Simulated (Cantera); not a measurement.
Source: NASA polynomial tables (part measured, part estimated), evaluated in Cantera. Values are per mole of reaction as written; species without (g) are pure solids or liquids, kept so even where they would boil at 1 bar. The tables' values for SiF2 are old estimates.

Si2C(g) + F2(g) ⇌ 2 Si + CF2(g)

| T (K) | ΔH° (kJ) | ΔS° (J/K) | ΔG° (kJ) | log10 K | condensed phases |
|---|---|---|---|---|---|
| 300 | -717.6 | -166.6 | -667.6 | 116.23 | Si(s) |
| 2300 | -595.8 | -88.7 | -391.9 | 8.90 | Si(l) |
| 2350 | -595.3 | -88.4 | -387.5 | 8.61 | Si(l) |
| 2400 | -594.9 | -88.2 | -383.1 | 8.34 | Si(l) |
| 2450 | ? | ? | ? | ? | Si(l) |
| 2500 | -593.9 | -87.9 | -374.3 | 7.82 | Si(l) |
| 2550 | -593.5 | -87.7 | -369.9 | 7.58 | Si(l) |
| 2600 | ? | ? | ? | ? | Si(l) |
| 2650 | ? | ? | ? | ? | Si(l) |
| 2700 | -592.1 | -87.2 | -356.8 | 6.90 | Si(l) |
| 2750 | -591.7 | -87.0 | -352.4 | 6.69 | Si(l) |
| 2800 | -591.3 | -86.9 | -348.1 | 6.49 | Si(l) |

Some entries are withheld; supply them.


- 2450, ΔH° (kJ): -594.4
- 2450, ΔS° (J/K): -88.1
- 2450, ΔG° (kJ): -378.7
- 2450, log10 K: 8.07
- 2600, ΔH° (kJ): -593.0
- 2600, ΔS° (J/K): -87.5
- 2600, ΔG° (kJ): -365.5
- 2600, log10 K: 7.34
- 2650, ΔH° (kJ): -592.6
- 2650, ΔS° (J/K): -87.3
- 2650, ΔG° (kJ): -361.1
- 2650, log10 K: 7.12
